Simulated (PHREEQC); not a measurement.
Make-up at 20 °C: 0.0013 mol/kgw NaHSO4, 3.7e-05 mol/kgw NH3 and 0.097 mol/kgw LiCl. It is in equilibrium with CO2 at log p = -2 (atm). Otherwise closed; pH follows from the charge balance.

Computed with PHREEQC (ion-association model, phreeqc.dat).

No solid was allowed to form.

Task: Order these S species by the share of S that they hold, largest first: NaSO4-, SO4-2, HSO4-, LiSO4-.

Result: SO4-2 (83 %), LiSO4- (13 %), HSO4- (3.5 %), NaSO4- (0.20 %)

The pH is 3.00 and the ionic strength 0.101 mol/kgw. Complexes and solids missing from the database can't appear.
